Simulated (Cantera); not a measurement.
## C3H8 + H2 + NH3 (carbon deposition, reforming and gasification)

Feed: 1 mol C3H8, 0.92 mol H2, 0.16 mol NH3, at 350 °C.

Cantera equilibrium calculation (NASA polynomials, part measured and part estimated; ideal gas, pure solids and liquids). Candidate condensed phases: C, C6H6, C7H8, C8H18; 92 gas species. The ideal-gas law is rough above about 30 bar. Equilibrium is a limit: real reactors are often held back by kinetics, nucleation or transport.

From 10.0 Pa to 1.00e7 Pa the condensed part is C(graphite). The main C-bearing gas is CH4 throughout. The share of C in condensed phases is highest at 10.0 Pa (99.1 %) and lowest at 1.00e7 Pa (14.7 %).

```tsv
P (Pa)	x H2	x CH4	x N2	x NH3	x C2H6	x C3H8	n C(graphite)
10	0.980	0.00489	0.0153	3.41e-7	2.40e-11	<1e-12	2.97
72	0.951	0.0332	0.0158	2.38e-6	1.14e-9	<1e-12	2.83
520	0.809	0.173	0.0179	1.44e-5	3.64e-8	<1e-12	2.23
3700	0.502	0.475	0.0225	5.61e-5	4.42e-7	3.43e-12	1.31
27000	0.232	0.741	0.0265	0.000140	2.32e-6	6.08e-11	0.770
190000	0.0951	0.876	0.0285	0.000267	7.92e-6	5.98e-10	0.553
1400000	0.0362	0.934	0.0293	0.000469	2.37e-5	5.01e-9	0.470
10000000	0.0137	0.956	0.0295	0.000782	6.55e-5	3.75e-8	0.440
```
x: gas mole fraction; n: condensed amount in mol.
